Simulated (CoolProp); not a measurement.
Properties of fluoroethane (R161) at several states (Tc = 375.2 K, pc = 50.10 bar, ω = 0.216).

The numbers come from the reference Helmholtz-energy equation of state, Wu 2012 in CoolProp.

```csv
T (K),p (bar),phase,Z,cp (kJ/(kg K)),speed of sound (m/s),Joule-Thomson coefficient (K/MPa),isothermal compressibility (1/MPa),fugacity coefficient
311.1,2.37,gas,0.9680,1.323,243.8,19.04,4.363,0.9690
181.4,50,liquid,0.1783,1.949,1453,-0.4271,0.0007379,0.0008254
180.5,0.536,liquid,0.001926,1.956,1437,-0.4236,0.0007607,0.05979
343,0.101,gas,0.9990,1.375,260.4,13.55,99.10,0.9990
442.1,5.07,gas,0.9790,1.690,287.4,6.337,2.015,0.9792
```
